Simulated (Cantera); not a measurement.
Feed: 1 mol Zr, 1.8 mol O₂, equilibrated at 923 K and 13.0 Pa.

Cantera equilibrium calculation (NASA polynomials, part measured and part estimated; ideal gas, pure solids and liquids). Candidate condensed phases: Zr, ZrO₂; 6 gas species. The numbers say what is thermodynamically allowed, not how fast it happens.

**Question.** What is the equilibrium state?

**Answer.** 
```json
{
  "x(O₂)": "1.00",
  "n(ZrO₂(monoclinic))": "1.00 mol",
  "gas_amount": "0.8000 mol",
  "log10 activity of Zr(α) (absent)": "-48.29"
}
```
